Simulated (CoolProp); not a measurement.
Vapour-liquid equilibrium of trans-2-butene (1) + methanol (2) at 1340 kPa; x and y are mole fractions of (1).

Values from CoolProp's multi-fluid Helmholtz-energy mixture model, Lemmon 2005 and de Reuck 1993; pair parameters Bell 2016.

Task: Give the bubble temperature and the first vapour's composition at x = 0.25, 0.35, 0.95. Is there an azeotrope?

Result: x = 0.25: 99.2 °C, y = 0.745; x = 0.35: 95.9 °C, y = 0.773; x = 0.95: 93.1 °C, y = 0.939. y crosses x between x = 0.85 and 0.95: the model has an azeotrope there.

Pair parameters are fitted to limited data, so mixtures are less certain than the pure fluids. With so large a gap from Raoult's law the liquid may split in two, which this calculation doesn't test in full.
